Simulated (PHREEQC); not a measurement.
Synthetic water in mmol/kgw, 83 °C, pH 1.98, pe 10.5: Na 46; K 1.33; Ca 6.06; Mg 1.2; Cl 24.6; S(6) 31.4; Fe(3) 2.77; Cd 0.0639.

Valence states are taken as typed.

Equilibrium calculation in PHREEQC: ion-association model, wateq4f.dat.

Precipitation was switched off in this run.

Task: Order these Fe species by the share of Fe that they hold, largest first: FeHSO4+2, Fe(SO4)2-, FeCl+2, FeOH+2, FeSO4+.

Result: FeSO4+ (64 %), FeOH+2 (16 %), FeHSO4+2 (6.1 %), Fe(SO4)2- (5.1 %), FeCl+2 (3.8 %)

The pH is 1.98 and the ionic strength 0.0804 mol/kgw. Examples of supersaturated solids here: Jarosite-K, Jarosite-Na. Others may be too. Constants without temperature data keep their 25 °C values here.
